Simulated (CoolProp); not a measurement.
Vapour-liquid equilibrium of R152A (1) + n-pentane (2) at 256 K; x and y are mole fractions of (1).

Model: multi-fluid Helmholtz-energy mixture model, Outcalt 1996 and Thol 2019; pair parameters Bell 2016, in CoolProp.

```tsv
x	bubble pressure, mixture model (kPa)	bubble pressure, Raoult's law (kPa)	y, mixture model	y, Raoult's law
0.05	…	16.80	0.752	0.405
0.125	…	26.22	0.866	0.649
0.2	93.55	35.64	…	0.764
0.275	105.4	45.05	…	0.831
0.35	…	54.47	0.920	0.874
0.425	115.5	63.88	0.924	0.905
0.5	117.4	73.30	0.927	0.928
0.575	118.8	82.72	0.928	0.946
0.65	120.2	92.13	0.931	0.960
0.725	122.1	101.5	…	0.971
0.8	124.9	111.0	…	0.981
0.875	128.5	120.4	0.954	0.989
0.95	132.9	129.8	0.976	0.996
```

Fill in the missing entries.


- 0.05, bubble pressure, mixture model (kPa): 41.26
- 0.125, bubble pressure, mixture model (kPa): 73.52
- 0.2, y, mixture model: 0.899
- 0.275, y, mixture model: 0.913
- 0.35, bubble pressure, mixture model (kPa): 112.0
- 0.725, y, mixture model: 0.935
- 0.8, y, mixture model: 0.942

The largest gap from Raoult's law is +180.4 % in bubble pressure, at x = 0.125. No azeotrope shows between x = 0.05 and 0.95.

The pair parameters rest on a limited set of measurements; away from them the model extrapolates. With so large a gap from Raoult's law the liquid may split in two, which this calculation doesn't test in full.
